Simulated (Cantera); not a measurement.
# Adiabatic ignition

An adiabatic, constant-volume homogeneous reactor starts with CH4 : C2H6 : O2 : N2 = 1 : 0.12 : 2.92 : 24.5 (molar parts), equivalence ratio 0.83, at 950 K and 100000 Pa.

Detailed kinetics in Cantera: GRI-Mech 3.0 (53 species, 325 reactions). Below about 1000 K GRI-Mech 3.0 lacks low-temperature oxidation paths.

| t (s) | T (K) | P (bar) | x CH4 | x C2H6 | x O2 | x HCO | x CH2 | x N2O |
|---|---|---|---|---|---|---|---|---|
| 3.00e-6 | 950 | 1.00 | 0.0350 | 0.00420 | 0.102 | <1e-12 | <1e-12 | <1e-12 |
| 7.54e-6 | 950 | 1.00 | 0.0350 | 0.00420 | 0.102 | <1e-12 | <1e-12 | <1e-12 |
| 1.89e-5 | 950 | 1.00 | 0.0350 | 0.00420 | 0.102 | <1e-12 | <1e-12 | <1e-12 |
| 4.75e-5 | 950 | 1.00 | 0.0350 | 0.00420 | 0.102 | <1e-12 | <1e-12 | <1e-12 |
| 0.000119 | 950 | 1.00 | 0.0350 | 0.00420 | 0.102 | <1e-12 | <1e-12 | <1e-12 |
| 0.000300 | 950 | 1.00 | 0.0350 | 0.00420 | 0.102 | <1e-12 | <1e-12 | <1e-12 |
| 0.000754 | 950 | 1.00 | 0.0350 | 0.00420 | 0.102 | <1e-12 | <1e-12 | <1e-12 |
| 0.00189 | 950 | 1.00 | 0.0350 | 0.00420 | 0.102 | <1e-12 | <1e-12 | <1e-12 |
| 0.00475 | 950 | 1.00 | 0.0350 | 0.00420 | 0.102 | <1e-12 | <1e-12 | <1e-12 |
| 0.0119 | 950 | 1.00 | 0.0350 | 0.00420 | 0.102 | <1e-12 | <1e-12 | <1e-12 |
| 0.0300 | 950 | 1.00 | 0.0350 | 0.00420 | 0.102 | <1e-12 | <1e-12 | <1e-12 |
| 0.0754 | 950 | 1.00 | 0.0350 | 0.00420 | 0.102 | <1e-12 | <1e-12 | <1e-12 |
| 0.189 | 950 | 1.00 | 0.0350 | 0.00420 | 0.102 | <1e-12 | <1e-12 | 4.31e-12 |
| 0.475 | 2124 | 2.24 | <1e-12 | <1e-12 | 0.0175 | 1.90e-11 | <1e-12 | 2.67e-7 |
| 1.19 | 2117 | 2.24 | <1e-12 | <1e-12 | 0.0163 | 1.81e-11 | <1e-12 | 2.60e-7 |
| 3.00 | 2116 | 2.23 | <1e-12 | <1e-12 | 0.0161 | 1.80e-11 | <1e-12 | 2.60e-7 |
x: mole fraction; the columns are a selection and need not sum to one.

```yaml
time_of_steepest_temperature_rise: 0.463 s
temperature at 3.00 s: 2116 K
equilibrium_temperature: 2116 K
x(CH4) at 3.00 s: <1e-12 (gas-phase equilibrium <1e-12)
x(C2H6) at 3.00 s: <1e-12 (gas-phase equilibrium <1e-12)
x(O2) at 3.00 s: 0.0161 (gas-phase equilibrium 0.0161)
```
